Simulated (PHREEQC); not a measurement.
A solution holds 0.022 mol Ni(NO3)2, 0.018 mol H3BO3 and 0.001 mol HCl per kg of water, at 25 °C. Closed to the air; pH follows from the charge balance.

Model: ion-association model, wateq4f.dat, run in PHREEQC.

Each row changes one thing in this solution. No solid was allowed to form.

```tsv
case	pH	H2BO3- (mol/kgw)
as made	3.08	1.61e-8
temperature from 25 to 80 °C	3.08	3.93e-8
Ni(NO3)2 left out	3.02	(withheld)
HCl from 0.001 to 0.01 mol/kgw	2.08	(withheld)
Ni(NO3)2 from 0.022 to 0.0198 mol/kgw	3.07	1.58e-8
diluted 5-fold with water	3.74	1.30e-8
diluted 100-fold with water	(withheld)	1.10e-8
temperature from 25 to 65 °C	3.08	3.16e-8
H3BO3 from 0.018 to 0.0198 mol/kgw	3.08	1.77e-8
```

Task: Some entries are withheld; supply them.

Result: 
- Ni(NO3)2 left out, H2BO3- (mol/kgw): 1.11e-8
- HCl from 0.001 to 0.01 mol/kgw, H2BO3- (mol/kgw): 1.64e-9
- diluted 100-fold with water, pH: 5.01

Constants without temperature data keep their 25 °C values here.
